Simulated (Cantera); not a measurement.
Mixture: CH4 : CO : O2 : N2 = 1 : 0.22 : 2.6 : 9.79 (molar parts), equivalence ratio 0.81, at 0.533 atm, adiabatic and at constant pressure. Ignition delay is the time to a rise of 400 K.

Cantera simulation using GRI-Mech 3.0 (53 species, 325 reactions); the numbers are that mechanism's predictions, not measurements.

```
quantity                                                before       after
--------------------------------------------------  ----------  ----------
delay at 1150 K                                        0.162 s     0.207 s
delay at 1350 K                                        9.12 ms     11.5 ms
delay at 1550 K                                        1.12 ms     1.46 ms
delay at 1750 K                                       0.261 ms    0.353 ms
delay at 1950 K                                        87.8 µs    0.120 ms
apparent activation energy between 1750 and 1950 K  150 kJ/mol  150 kJ/mol
```

**Question.** What was changed between the two runs?
A) CH4 1 to 2.3 parts
B) N2 9.79 to 7.7 parts
C) pressure from 0.533 atm to 0.385 atm
D) CO 0.22 to 0.11 parts

**Answer.** C, pressure from 0.533 atm to 0.385 atm
